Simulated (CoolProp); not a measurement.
The fluid at 460.04 K and 4.58 MPa (supercritical) is heated at constant pressure to 484.2 K. The same conditions are run with several fluids, on thermodynamics alone (safety and materials aside).

The numbers come from the reference Helmholtz-energy equation of state of each fluid (R143a: Lemmon and Jacobsen 2000; isobutene: Lemmon 2005; nitrogen: Span 2000; R115: Lemmon 2016) in CoolProp.

Rank R143a, isobutene, nitrogen, R115 by heat (kJ/kg), highest first.

isobutene (70.7), R143a (33.7), nitrogen (26.0), R115 (24.5)

| fluid | final density (kg/m³) |
|---|---|
| R143a | 109 |
| isobutene | 88.3 |
| nitrogen | 31.3 |
| R115 | 208 |
